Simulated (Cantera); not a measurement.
# B2O3 + H2O + N2 + O2 (boron, boron nitride and boron oxide)

Charge: 1 mol B2O3, 11 mol H2O, a varied amount of N2, 0.83 mol O2, held at 2348 K and 1.33 mbar.

Equilibrium computed with Cantera from the NASA thermochemical tables; the gas is ideal and each condensed phase is pure. Candidate condensed phases: B, BN, B2O3, B3O3H3, H2O; 39 gas species. Rates play no part.

| n(N2) (mol) | log p N2 | log p H2O | log p H | log p H2 | log p HBO2 | log p O2 | log p OH | log p O | log p BO2 |
|---|---|---|---|---|---|---|---|---|---|
| 2 | -3.84 | -3.30 | -3.84 | -3.87 | -3.96 | -3.99 | -4.04 | -4.18 | -4.62 |
| 2.7 | -3.73 | -3.32 | -3.85 | -3.88 | -3.98 | -4.01 | -4.05 | -4.19 | -4.63 |
| 3.7 | -3.61 | -3.35 | -3.86 | -3.90 | -4.01 | -4.03 | -4.07 | -4.20 | -4.65 |
| 5.1 | -3.50 | -3.39 | -3.87 | -3.92 | -4.04 | -4.06 | -4.10 | -4.22 | -4.67 |
| 7 | -3.41 | -3.43 | -3.88 | -3.95 | -4.09 | -4.10 | -4.13 | -4.23 | -4.70 |
| 9.6 | -3.32 | -3.49 | -3.90 | -3.99 | -4.14 | -4.14 | -4.17 | -4.25 | -4.74 |
| 13 | -3.24 | -3.56 | -3.92 | -4.03 | -4.20 | -4.19 | -4.22 | -4.28 | -4.78 |
| 18 | -3.17 | -3.65 | -3.95 | -4.09 | -4.28 | -4.25 | -4.28 | -4.31 | -4.83 |
| 25 | -3.11 | -3.75 | -3.99 | -4.15 | -4.38 | -4.33 | -4.35 | -4.35 | -4.89 |
| 34 | -3.06 | -3.86 | -4.02 | -4.22 | -4.48 | -4.41 | -4.42 | -4.39 | -4.96 |
| 47 | -3.02 | -3.99 | -4.06 | -4.31 | -4.60 | -4.50 | -4.51 | -4.43 | -5.03 |
| 64 | -2.99 | -4.13 | -4.11 | -4.40 | -4.72 | -4.59 | -4.60 | -4.48 | -5.11 |
| 88 | -2.97 | -4.28 | -4.16 | -4.50 | -4.86 | -4.70 | -4.71 | -4.53 | -5.20 |
log p: log10 of the partial pressure in bar; nothing condenses.

From 2 mol N2 to 88 mol N2 nothing is condensed. The main B-bearing gas is HBO2 throughout.
